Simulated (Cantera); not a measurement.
# Catalytic combustion on Pt

An isothermal plug-flow reactor at 875 K and 4.20 bar (inlet), inlet velocity 0.076 m/s, active area per volume 300 1/m; feed CO : O₂ : N₂ = 0.0021 : 0.23 : 0.79 (molar parts).

Computed with Cantera and Deutschmann's 1995 Pt surface mechanism with GRI-Mech 3.0 gas chemistry. Catalytic surfaces can have several steady states; this one follows from the mechanism file's or the stated starting coverage. Mass transfer to the wall is taken as infinitely fast.

| z (m) | x CO | x O₂ | x H₂O | x CO₂ | θ free Pt | θ O* |
|---|---|---|---|---|---|---|
| 0.00018 | 0.00150 | 0.225 | <1e-12 | 0.000559 | 0.0364 | 0.963 |
| 0.00038 | 0.00107 | 0.225 | <1e-12 | 0.000990 | 0.0358 | 0.964 |
| 0.00082 | 0.000519 | 0.224 | <1e-12 | 0.00154 | 0.0351 | 0.965 |
| 0.0018 | 0.000110 | 0.224 | <1e-12 | 0.00195 | 0.0346 | 0.965 |
| 0.0038 | 4.92e-6 | 0.224 | <1e-12 | 0.00205 | 0.0345 | 0.966 |
| 0.0082 | 5.32e-9 | 0.224 | <1e-12 | 0.00206 | 0.0345 | 0.966 |
| 0.018 | <1e-12 | 0.224 | <1e-12 | 0.00206 | 0.0345 | 0.966 |
x: gas mole fraction; θ: surface coverage.
